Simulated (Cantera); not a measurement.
# Thermodynamics of nitride etching, feed BN + HCl + N2

A closed system holds: 1 mol BN, 2.2 mol HCl, 0.44 mol N2, equilibrated at 1475 K.

Cantera equilibrium calculation (NASA polynomials, part measured and part estimated; ideal gas, pure solids and liquids). Candidate condensed phases: B, BN, NH4Cl; 21 gas species. The tables' values for BCl, BCl2 are old estimates; treat these amounts as uncertain. Gases not in the tables: BHCl2. Kinetics and transport are ignored.

```csv
P (Pa),x HCl,x N2,x H2,x BCl3,x Cl,x BCl,x BCl2,x H,n BN(s)
1,0.733,0.180,0.0438,0.0216,0.0116,0.00738,0.00228,0.000858,0.916
6.80,0.747,0.180,0.0413,0.0251,0.00468,0.00114,0.000967,0.000320,0.928
46,0.751,0.180,0.0406,0.0262,0.00183,0.000171,0.000382,0.000122,0.929
320,0.752,0.180,0.0403,0.0265,0.000696,2.47e-5,0.000146,4.60e-5,0.929
2200,0.753,0.180,0.0402,0.0267,0.000266,3.60e-6,5.60e-5,1.75e-5,0.929
15000,0.753,0.180,0.0402,0.0267,0.000102,5.28e-7,2.15e-5,6.71e-6,0.929
100000,0.753,0.180,0.0402,0.0268,3.95e-5,7.92e-8,8.32e-6,2.60e-6,0.929
```
x: gas mole fraction; n: condensed amount in mol.

From 1.00 Pa to 100000 Pa the condensed part is BN(s). The main B-bearing gas is BCl3 throughout.
